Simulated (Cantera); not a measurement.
# Roasting and sulfation: FeS + O₂ + N₂ + SO₂

A closed system holds: 1 mol FeS, 2.5 mol O₂, 41 mol N₂, 0.19 mol SO₂, held at 2.40 bar.

These are equilibrium values from Cantera (NASA tables, ideal gas, pure condensed phases), not measurements of a reactor. Candidate condensed phases: Fe, FeO, FeS, FeSO₄, FeS₂, Fe₂O₃, Fe₂(SO₄)₃, Fe₃O₄, S; 19 gas species. The numbers say what is thermodynamically allowed, not how fast it happens.

```csv
T (K),x N₂,x SO₂,x O₂,x SO₃,x NO,x O,n Fe₂O₃(s),n Fe₃O₄(s)
1100,0.956,0.0247,0.0160,0.00301,2.58e-5,2.04e-10,0.500,0
1200,0.955,0.0264,0.0168,0.00136,6.08e-5,2.09e-9,0.500,0
1300,0.955,0.0271,0.0171,0.000669,0.000124,1.49e-8,0.500,0
1400,0.955,0.0274,0.0172,0.000359,0.000228,8.01e-8,0.500,0
1500,0.955,0.0275,0.0172,0.000209,0.000385,3.43e-7,0.500,0
1600,0.953,0.0275,0.0190,0.000136,0.000640,1.29e-6,0,0.333
1700,0.953,0.0276,0.0188,8.94e-5,0.000955,3.96e-6,0,0.333
1800,0.952,0.0276,0.0187,6.14e-5,0.00136,1.07e-5,0,0.333
```
x: gas mole fraction; n: condensed amount in mol.

From 1100 K to 1500 K the condensed part is Fe₂O₃(s). From 1600 K to 1800 K the condensed part is Fe₃O₄(s).
